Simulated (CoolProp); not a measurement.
Vapour-liquid equilibrium of R143a (1) + R1234yf (2) at -19.35 °C; x and y are mole fractions of (1).

The numbers come from the multi-fluid Helmholtz-energy mixture model, Lemmon and Jacobsen 2000 and Lemmon 2022; pair parameters Bell 2016 in CoolProp.

```tsv
x	bubble pressure, mixture model (MPa)	bubble pressure, Raoult's law (MPa)	y, mixture model	y, Raoult's law
0.05	0.1645	0.1633	0.102	0.099
0.2	0.1921	0.1885	0.342	0.343
0.35	0.2181	0.2137	0.519	0.529
0.5	0.2430	0.2389	0.660	0.676
0.65	0.2673	0.2641	0.778	0.795
0.8	0.2912	0.2893	0.880	0.893
0.95	0.3150	0.3145	0.971	0.975
```

The largest gap from Raoult's law is +2.1 % in bubble pressure, at x = 0.35. No azeotrope shows between x = 0.05 and 0.95.

The pair parameters rest on a limited set of measurements; away from them the model extrapolates.
